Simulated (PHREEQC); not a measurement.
1 kg of water holding 0.0037 mol/kgw NaCl, 0.23 mol/kgw Na2SO4 and 0.075 mol/kgw Na2CO3 is evaporated at 25 °C; the solids stay in contact with the brine. CO2 is held at log p = -3.4 (atm). Only these solids could form: Burkeite, Halite, Mirabilite, Nahcolite, Natron, Thenardite, Trona.

All values are PHREEQC results (Pitzer model, pitzer.dat), not measurements.

Q: Predict ionic strength at water left (kg) = 0.8215, 0.6752, 0.456, 0.171, 0.1107.

A: 
```json
[
 {"water left (kg)": "0.8215", "ionic strength": "1.09"},
 {"water left (kg)": "0.6752", "ionic strength": "1.33"},
 {"water left (kg)": "0.456", "ionic strength": "1.97"},
 {"water left (kg)": "0.171", "ionic strength": "5.30"},
 {"water left (kg)": "0.1107", "ionic strength": "7.48"}
]
```
